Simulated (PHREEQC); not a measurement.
Consider water at 59 °C with 0.0032 mol/kgw Cu(BF4)2 and 0.059 mol/kgw KCl. Closed to the air; pH follows from the charge balance.

Model: ion-association model, wateq4f.dat, run in PHREEQC.

No solid was allowed to form.

**Question.** What pH, ionic strength does the model give?

**Answer.** pH 3.04; ionic strength 0.0681 mol/kgw.

**Question.** In which forms is Cu present?

**Answer.** Cu+2 75 %, CuCl+ 22 %, CuF+ 2.0 %, CuCl2 0.6 % of the Cu.

Away from 25 °C the constants follow the database's enthalpies or fits; those with neither stay at their 25 °C values. Real BF4- forms and hydrolyses slowly; the run takes it at equilibrium.
